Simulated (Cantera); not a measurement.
A Cantera script and its output.

```python
import numpy as np
import cantera as ct

gas = ct.Solution("gri30.yaml")
gas.TPX = 1450, 500000, {'CH4': 1, 'CO2': 2.5}
inlet = ct.Reservoir(gas, clone=True)

reactor = ct.IdealGasConstPressureReactor(gas, energy="off", clone=False)
exhaust = ct.Reservoir(gas, clone=True)
tau = [0.73, 0.37, 0.19, 0.097, 0.05, 0.025, 0.013, 0.0067, 0.0034, 0.0017][0]
for a, b in ((inlet, reactor), (reactor, exhaust)):
    ct.MassFlowController(a, b, mdot=lambda t: reactor.mass / tau)
net = ct.ReactorNet([reactor])
show = ['CH4', 'CO2', 'H2', 'H', 'CH2CO']

rows = []
print(f"{'tau/s':>10s}{'T/K':>9s}" + "".join(f"{s:>11s}" for s in show))
for tau in [0.73, 0.37, 0.19, 0.097, 0.05, 0.025, 0.013, 0.0067, 0.0034, 0.0017]:
    net.initial_time = 0.0
    net.advance(30 * tau)
    before = gas.X
    net.advance(40 * tau)
    drift = np.max(np.abs(gas.X - before) / (gas.X + 1e-9))
    rows.append([gas.T, *gas[show].X, drift])
    print(f"{tau:10.3e}{gas.T:9.1f}" + "".join(f"{x:11.3e}" for x in gas[show].X))
```

Output:

```
     tau/s      T/K        CH4        CO2         H2          H      CH2CO
 7.300e-01   1450.0  1.439e-01  5.171e-01  4.794e-02  5.164e-07  1.709e-05
 3.700e-01   1450.0  1.863e-01  5.909e-01  4.301e-02  4.283e-07  8.048e-06
 1.900e-01   1450.0  2.221e-01  6.466e-01  3.629e-02  3.487e-07  3.099e-06
 9.700e-02   1450.0  2.478e-01  6.813e-01  2.681e-02  2.608e-07  1.029e-06
 5.000e-02   1450.0  2.641e-01  6.995e-01  1.717e-02  1.753e-07  2.999e-07
 2.500e-02   1450.0  2.744e-01  7.085e-01  9.238e-03  1.018e-07  6.708e-08
 1.300e-02   1450.0  2.799e-01  7.121e-01  4.532e-03  5.530e-08  1.345e-08
 6.700e-03   1450.0  2.828e-01  7.136e-01  2.015e-03  2.911e-08  2.391e-09
 3.400e-03   1450.0  2.844e-01  7.141e-01  8.535e-04  1.657e-08  4.070e-10
 1.700e-03   1450.0  2.851e-01  7.142e-01  3.661e-04  1.121e-08  7.083e-11
```

Detailed kinetics in Cantera: GRI-Mech 3.0 (53 species, 325 reactions).
